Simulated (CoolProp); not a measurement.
Vapour-liquid equilibrium of ethylene (1) + propylene (2) at 235.3 K; x and y are mole fractions of (1).

The numbers come from the multi-fluid Helmholtz-energy mixture model, Smukala 2000 and Lemmon 2013; pair parameters Bell 2016 in CoolProp.

### Question
Give the bubble pressure and the first vapour's composition at x = 0.05, 0.5, 0.65. Is there an azeotrope?

### Answer
x = 0.05: 0.2205 MPa, y = 0.319; x = 0.5: 0.8231 MPa, y = 0.881; x = 0.65: 1.026 MPa, y = 0.927. No azeotrope shows between x = 0.05 and 0.95.

Pair parameters are fitted to limited data, so mixtures are less certain than the pure fluids.
